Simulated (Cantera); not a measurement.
**Gas-phase reforming**

An isothermal, constant-pressure homogeneous reactor starts with 19.8 % CH4, 75.1 % H2O, 5.14 % H2, at 2025 K and 0.316 atm.

Model: GRI-Mech 3.0 (53 species, 325 reactions), integrated in Cantera.

| t (s) | x CH4 | x H2O | x H2 | x HCO | x CH2 | x HO2 | x C2H6 |
|---|---|---|---|---|---|---|---|
| 7.00e-5 | 0.154 | 0.730 | 0.0889 | 2.04e-6 | 4.60e-5 | 2.86e-10 | 0.000429 |
| 0.000183 | 0.0874 | 0.678 | 0.180 | 1.83e-6 | 4.01e-5 | 4.29e-10 | 0.000191 |
| 0.000477 | 0.0389 | 0.628 | 0.257 | 9.79e-7 | 2.55e-5 | 4.52e-10 | 4.16e-5 |
| 0.00124 | 0.0161 | 0.578 | 0.313 | 5.45e-7 | 1.60e-5 | 4.79e-10 | 8.22e-6 |
| 0.00325 | 0.00983 | 0.511 | 0.370 | 3.26e-7 | 9.84e-6 | 3.57e-10 | 2.86e-6 |
| 0.00848 | 0.00642 | 0.438 | 0.429 | 1.74e-7 | 4.91e-6 | 2.15e-10 | 9.96e-7 |
| 0.0221 | 0.00213 | 0.387 | 0.470 | 6.82e-8 | 1.29e-6 | 1.50e-10 | 9.61e-8 |
| 0.0578 | 3.43e-5 | 0.376 | 0.480 | 3.07e-8 | 1.95e-8 | 1.47e-10 | 2.53e-11 |
| 0.151 | 1.31e-10 | 0.376 | 0.480 | 3.10e-8 | <1e-12 | 1.57e-10 | <1e-12 |
| 0.394 | 1.27e-10 | 0.376 | 0.480 | 3.10e-8 | <1e-12 | 1.57e-10 | <1e-12 |
| 1.03 | 1.27e-10 | 0.376 | 0.480 | 3.10e-8 | <1e-12 | 1.57e-10 | <1e-12 |
| 2.68 | 1.27e-10 | 0.376 | 0.480 | 3.10e-8 | <1e-12 | 1.57e-10 | <1e-12 |
| 7.00 | 1.27e-10 | 0.376 | 0.480 | 3.10e-8 | <1e-12 | 1.57e-10 | <1e-12 |
x: mole fraction; the columns are a selection and need not sum to one.

Equilibrium at this temperature and pressure: CH4 1.52e-10, H2O 0.376, H2 0.480, HCO 3.10e-8, CH2 <1e-12, HO2 1.57e-10, C2H6 <1e-12 (gas phase only).
